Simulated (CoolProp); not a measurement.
Toluene at 317.49 K and 0.286 MPa flows at 0.15 m/s in a round tube of 50 mm bore and 15 µm roughness, fully developed (64/Re and Nu = 3.66 if laminar; Colebrook and Gnielinski if turbulent). Each further row changes one setting.

Values from CoolProp's reference Helmholtz-energy equation of state, Lemmon 2006. It is a short technical equation, of lower accuracy than the large ones.

```json
[
 {"case": "as stated", "Reynolds number": "14200", "Darcy friction factor": "___", "pressure drop (Pa/m)": "___", "heat-transfer coefficient (W/(m² K))": "264", "mass flow (kg/h)": "895"},
 {"case": "velocity 0.3 m/s", "Reynolds number": "28500", "Darcy friction factor": "___", "pressure drop (Pa/m)": "18.7", "heat-transfer coefficient (W/(m² K))": "492", "mass flow (kg/h)": "___"},
 {"case": "diameter 100 mm", "Reynolds number": "28500", "Darcy friction factor": "___", "pressure drop (Pa/m)": "___", "heat-transfer coefficient (W/(m² K))": "243", "mass flow (kg/h)": "___"}
]
```

Question: Some entries are withheld; supply them.

Answer: 
- as stated, Darcy friction factor: 0.0287
- as stated, pressure drop (Pa/m): 5.46
- velocity 0.3 m/s, Darcy friction factor: 0.0245
- velocity 0.3 m/s, mass flow (kg/h): 1790
- diameter 100 mm, Darcy friction factor: 0.0242
- diameter 100 mm, pressure drop (Pa/m): 2.30
- diameter 100 mm, mass flow (kg/h): 3580

Viscosity comes from a separate model (Avgeri 2015). Thermal conductivity comes from a separate model (Assael 2012).
